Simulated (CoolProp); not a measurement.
Saturation properties of isobutene.

Model: reference Helmholtz-energy equation of state, Lemmon 2005, in CoolProp. It is a short technical equation, of lower accuracy than the large ones.

```json
[
 {"T (K)": "313.7", "p (bar)": "4.762", "liquid density (kg/m³)": "568.3", "enthalpy of vaporisation (kJ/kg)": "340.7", "vapour Z": "0.8797"},
 {"T (K)": "320", "p (bar)": "5.629", "liquid density (kg/m³)": "559.8", "enthalpy of vaporisation (kJ/kg)": "332.8", "vapour Z": "0.8653"},
 {"T (K)": "326.3", "p (bar)": "6.608", "liquid density (kg/m³)": "551.0", "enthalpy of vaporisation (kJ/kg)": "324.6", "vapour Z": "0.8499"},
 {"T (K)": "332.6", "p (bar)": "7.708", "liquid density (kg/m³)": "541.8", "enthalpy of vaporisation (kJ/kg)": "315.9", "vapour Z": "0.8334"},
 {"T (K)": "338.9", "p (bar)": "8.937", "liquid density (kg/m³)": "532.4", "enthalpy of vaporisation (kJ/kg)": "306.7", "vapour Z": "0.8156"},
 {"T (K)": "345.2", "p (bar)": "10.31", "liquid density (kg/m³)": "522.5", "enthalpy of vaporisation (kJ/kg)": "297.0", "vapour Z": "0.7965"},
 {"T (K)": "351.5", "p (bar)": "11.82", "liquid density (kg/m³)": "512.1", "enthalpy of vaporisation (kJ/kg)": "286.8", "vapour Z": "0.7761"},
 {"T (K)": "357.8", "p (bar)": "13.50", "liquid density (kg/m³)": "501.3", "enthalpy of vaporisation (kJ/kg)": "275.8", "vapour Z": "0.7540"},
 {"T (K)": "364.1", "p (bar)": "15.34", "liquid density (kg/m³)": "489.8", "enthalpy of vaporisation (kJ/kg)": "264.0", "vapour Z": "0.7303"},
 {"T (K)": "370.4", "p (bar)": "17.36", "liquid density (kg/m³)": "477.5", "enthalpy of vaporisation (kJ/kg)": "251.3", "vapour Z": "0.7046"}
]
```

It boils at 266.1 K under 1 atm.
